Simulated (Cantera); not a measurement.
A closed system holds: 1 mol Fe(CO)₅, 0.29 mol H₂, held at 1575 K and 0.503 Torr.

Method: chemical equilibrium by Gibbs-energy minimisation in Cantera with the NASA 1993 tables (ideal gas, pure condensed phases). Candidate condensed phases: C, C₆H₆, C₇H₈, C₈H₁₈, Fe, Fe(CO)₅, FeO, Fe(OH)₂, Fe(OH)₃, Fe₂O₃, Fe₃O₄, H₂O; 114 gas species. The numbers say what is thermodynamically allowed, not how fast it happens.

Base state: CO 0.944, H₂ 0.0546, Fe 0.00102, H 0.000375 (mole fractions); condensed: Fe(γ).

What changes in the equilibrium state with this change: temperature from 1575 K to 1350 K?


```json
[
 {"species": "CO", "before": "0.944", "after": "0.945"},
 {"species": "H₂", "before": "0.0546", "after": "0.0548"},
 {"species": "H", "before": "0.000375", "after": "2.16e-5"},
 {"species": "Fe", "before": "0.00102", "after": "6.42e-6"},
 {"species": "Fe(γ), mol", "before": "0.995", "after": "1.000"}
]
```

What changes in the equilibrium state with this change: temperature from 1575 K to 1548.15 K?


| species | before | after |
|---|---|---|
| CO | 0.944 | 0.944 |
| H₂ | 0.0546 | 0.0546 |
| Fe | 0.00102 | 0.000603 |
| H | 0.000375 | 0.000279 |
| Fe(γ), mol | 0.995 | 0.997 |

What changes in the equilibrium state with this change: H₂ from 0.29 to 6 mol?


```
species       before    after
----------  --------  -------
H₂            0.0546    0.544
CO             0.944    0.454
H           0.000375  0.00118
Fe           0.00102  0.00102
Fe(γ), mol     0.995    0.989
```
